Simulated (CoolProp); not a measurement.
Saturation properties of isobutene (Tc = 144.9 °C, pc = 40.16 bar, ω = 0.193).

Computed with CoolProp (reference Helmholtz-energy equation of state, Lemmon 2005). It is a short technical equation, of lower accuracy than the large ones.

```json
[
 {"T (°C)": "-29.25", "p (bar)": "0.3868", "vapour density (kg/m³)": "1.095"},
 {"T (°C)": "-14.25", "p (bar)": "0.7561", "vapour density (kg/m³)": "2.042"},
 {"T (°C)": "0.75", "p (bar)": "1.359", "vapour density (kg/m³)": "3.533"},
 {"T (°C)": "15.65", "p (bar)": "2.274", "vapour density (kg/m³)": "5.734"},
 {"T (°C)": "30.65", "p (bar)": "3.607", "vapour density (kg/m³)": "8.900"},
 {"T (°C)": "45.65", "p (bar)": "5.456", "vapour density (kg/m³)": "13.30"},
 {"T (°C)": "60.55", "p (bar)": "7.913", "vapour density (kg/m³)": "19.27"},
 {"T (°C)": "75.55", "p (bar)": "11.13", "vapour density (kg/m³)": "27.42"},
 {"T (°C)": "90.55", "p (bar)": "15.22", "vapour density (kg/m³)": "38.58"},
 {"T (°C)": "105.45", "p (bar)": "20.29", "vapour density (kg/m³)": "54.15"},
 {"T (°C)": "120.45", "p (bar)": "26.59", "vapour density (kg/m³)": "77.63"},
 {"T (°C)": "135.45", "p (bar)": "34.33", "vapour density (kg/m³)": "119.6"}
]
```

It boils at -7.0 °C under 1 atm.
